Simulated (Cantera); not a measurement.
An adiabatic, constant-pressure homogeneous reactor starts with CH₄ : O₂ : N₂ = 1 : 2.04 : 7.67 (molar parts), at 1125 K and 24.0 bar. Integrator tolerance rtol = 1e-08.

Detailed kinetics in Cantera: GRI-Mech 3.0 (53 species, 325 reactions). The pressure lies above the range GRI-Mech 3.0 was tuned for (to about 10 atm).

### Question
What does this change do: CH4 1 to 2.2 parts?

### Answer
```json
[
 {"quantity": "time of steepest temperature rise", "before": "4.63 ms", "after": "6.60 ms"},
 {"quantity": "temperature at 2.00 s", "before": "2741 K", "after": "2129 K"},
 {"quantity": "equilibrium temperature", "before": "2741 K", "after": "2129 K"},
 {"quantity": "x(CH₄) at 2.00 s", "before": "<1e-12 (gas-phase equilibrium <1e-12)", "after": "9.80e-8 (gas-phase equilibrium 1.08e-7)"},
 {"quantity": "x(O₂) at 2.00 s", "before": "0.0100 (gas-phase equilibrium 0.0100)", "after": "7.90e-9 (gas-phase equilibrium 7.90e-9)"},
 {"quantity": "x(C₂H) at 2.00 s", "before": "<1e-12 (gas-phase equilibrium <1e-12)", "after": "<1e-12 (gas-phase equilibrium <1e-12)"},
 {"quantity": "x(HCO) at 2.00 s", "before": "4.71e-8 (gas-phase equilibrium 4.71e-8)", "after": "3.00e-7 (gas-phase equilibrium 3.00e-7)"},
 {"quantity": "x(CO₂) at 2.00 s", "before": "0.0740 (gas-phase equilibrium 0.0740)", "after": "0.0164 (gas-phase equilibrium 0.0164)"},
 {"quantity": "x(HO₂) at 2.00 s", "before": "7.54e-6 (gas-phase equilibrium 7.54e-6)", "after": "2.97e-11 (gas-phase equilibrium 2.97e-11)"}
]
```

### Question
What does this change do: initial temperature 1125 to 1600 K?

### Answer
```json
[
 {"quantity": "time of steepest temperature rise", "before": "4.63 ms", "after": "36.5 µs"},
 {"quantity": "temperature at 2.00 s", "before": "2741 K", "after": "2986 K"},
 {"quantity": "equilibrium temperature", "before": "2741 K", "after": "2986 K"},
 {"quantity": "x(CH₄) at 2.00 s", "before": "<1e-12 (gas-phase equilibrium <1e-12)", "after": "<1e-12 (gas-phase equilibrium <1e-12)"},
 {"quantity": "x(O₂) at 2.00 s", "before": "0.0100 (gas-phase equilibrium 0.0100)", "after": "0.0149 (gas-phase equilibrium 0.0149)"},
 {"quantity": "x(C₂H) at 2.00 s", "before": "<1e-12 (gas-phase equilibrium <1e-12)", "after": "<1e-12 (gas-phase equilibrium <1e-12)"},
 {"quantity": "x(HCO) at 2.00 s", "before": "4.71e-8 (gas-phase equilibrium 4.71e-8)", "after": "1.96e-7 (gas-phase equilibrium 1.96e-7)"},
 {"quantity": "x(CO₂) at 2.00 s", "before": "0.0740 (gas-phase equilibrium 0.0740)", "after": "0.0592 (gas-phase equilibrium 0.0592)"},
 {"quantity": "x(HO₂) at 2.00 s", "before": "7.54e-6 (gas-phase equilibrium 7.54e-6)", "after": "1.59e-5 (gas-phase equilibrium 1.59e-5)"}
]
```
